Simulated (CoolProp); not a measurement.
Fluorine along the isotherm 166 K: density (kg/m³) from the reference equation and from simpler models built on Tc = 144.4 K, pc = 5240 kPa, ω = 0.045; each cubic takes its own stable root.

Model: reference Helmholtz-energy equation of state, de Reuck 1990, in CoolProp.

| p (kPa) | phase | reference |
|---|---|---|
| 2000 | gas | 60.26 |
| 4000 | gas | 134.9 |
| 6000 | supercritical | 233.4 |
| 8000 | supercritical | 374.5 |
| 10000 | supercritical | 555.6 |
| 12000 | supercritical | 699.9 |
| 14000 | supercritical | 791.1 |
| 16000 | supercritical | 853.7 |
| 18000 | supercritical | 900.7 |
| 20000 | supercritical | 938.2 |

Task: How far does each simpler model (ideal gas, van der Waals, Peng-Robinson) lie from the reference over these 10 states: mean and median of the absolute difference, and the worst?

Result: 
- ideal gas: mean 38.7 %, median 43.2 %, worst -52.8 % at 166 K and 12000 kPa
- van der Waals: mean 8.1 %, median 8.5 %, worst -16.7 % at 166 K and 20000 kPa
- Peng-Robinson: mean 2.4 %, median 2.6 %, worst +4.5 % at 166 K and 20000 kPa
